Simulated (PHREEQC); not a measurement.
Make-up at 20 °C: 1.7 mol LiCl and 0.36 mol CaCl2 per kg of water. Closed to the air; pH follows from the charge balance.

Computed with PHREEQC (Pitzer model, pitzer.dat).

This is a speciation only: nothing precipitates in the calculation.

Q: Predict the activity of water.

A: activity of water 0.909.
